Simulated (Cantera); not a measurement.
**Thermodynamics of silicon carbide growth, feed CH3SiH3 + HCl + H2**

Charge: 1 mol CH3SiH3, 2.8 mol HCl, 1.6 mol H2, held at 875 °C and 3.20 mbar.

These are equilibrium values from Cantera (NASA tables, ideal gas, pure condensed phases), not measurements of a reactor. Candidate condensed phases: C, C6H6, C7H8, C8H18, Si, SiC; 109 gas species. The feed counts by its element totals alone. The tables' values for SiCl3 are old estimates; treat these amounts as uncertain. Kinetics and transport are ignored.

x(H2): 0.645
x(HCl): 0.346
x(SiCl4): 0.00796
x(SiCl3): 0.000597
x(SiCl2): 0.000494
x(SiHCl3): 0.000298
x(CH4): 3.16e-5
x(SiH2Cl2): 1.40e-6
x(H): 1.02e-6
n(C(graphite)): 0.0684 mol
n(SiC(s)): 0.931 mol
gas amount: 7.337 mol
log10 activity of Si(s) (absent): -2.92
